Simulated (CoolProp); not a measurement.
A single-stage vapour-compression cycle with chloromethane (R40): evaporating at 240.15 K (dew point), condensing at 264.15 K (bubble point), superheat 0 K, subcooling 5 K, compressor efficiency 0.7, no pressure losses. Each further row changes one setting.

Values from CoolProp's reference Helmholtz-energy equation of state, Thol 2014.

```
case                              cooling COP  pressure ratio  discharge temperature (K)  refrigerating effect (kJ/kg)  volumetric capacity (kJ/m³)
--------------------------------  -----------  --------------  -------------------------  ----------------------------  ---------------------------
as stated                                   …            2.77                      320.4                           407                          712
evaporating temperature 245.15 K         8.56            2.20                      306.9                           410                            …
condensing temperature 259.15 K             …               …                      304.4                           415                          725
subcooling 10 K                          6.63            2.77                      320.4                           415                          725
superheat 10 K                           6.35            2.77                      332.7                           415                          694
compressor efficiency 0.6                   …            2.77                          …                           407                          712
```

Q: What belongs in the gaps?

A: 
- as stated, cooling COP: 6.50
- evaporating temperature 245.15 K, volumetric capacity (kJ/m³): 889
- condensing temperature 259.15 K, cooling COP: 8.37
- condensing temperature 259.15 K, pressure ratio: 2.28
- compressor efficiency 0.6, cooling COP: 5.58
- compressor efficiency 0.6, discharge temperature (K): 332.2
